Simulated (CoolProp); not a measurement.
Vapour-liquid equilibrium of m-xylene (1) + n-decane (2) at 0.893 MPa; x and y are mole fractions of (1).

Model: multi-fluid Helmholtz-energy mixture model, Zhou 2012 and Lemmon 2006; pair parameters Bell 2016, in CoolProp.

Q: Give the bubble temperature and the first vapour's composition at x = 0.05, 0.2, 0.95. Is there an azeotrope?

A: x = 0.05: 555.2 K, y = 0.074; x = 0.2: 548.0 K, y = 0.279; x = 0.95: 518.6 K, y = 0.969. No azeotrope shows between x = 0.05 and 0.95.

Pair parameters are fitted to limited data, so mixtures are less certain than the pure fluids.
